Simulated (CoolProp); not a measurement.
A single-stage vapour-compression cycle with the fluid: evaporating at 259.15 K (dew point), condensing at 285.15 K (bubble point), superheat 5 K, subcooling 8 K, compressor efficiency 0.85, no pressure losses. The same conditions are run with several fluids, on thermodynamics alone (safety and materials aside).

Values from CoolProp's reference Helmholtz-energy equation of state of each fluid (R1336mzz(E): Akasaka 2023; R407C: Lemmon 2003; c-C4F8 (RC318): Platzer 1990; cis-2-butene: Lemmon 2005; R143a: Lemmon and Jacobsen 2000; R227EA: Lemmon 2016). The equations of Platzer and Polt are older, rougher fits. Blends and air are pseudo-pure fits.

```csv
fluid,cooling COP,pressure ratio,discharge temperature (K),refrigerating effect (kJ/kg),volumetric capacity (kJ/m³)
R1336mzz(E),8.10,3.14,289.2,146,425
R407C,6.25,3.01,311.9,201,2330
c-C4F8 (RC318),8.00,2.81,285.1,104,706
cis-2-butene,8.15,2.82,301.7,399,510
R143a,7.84,2.27,297.7,179,3010
R227EA,7.99,2.67,286.8,115,1050
```

The compression ends wet for: c-C4F8 (RC318).
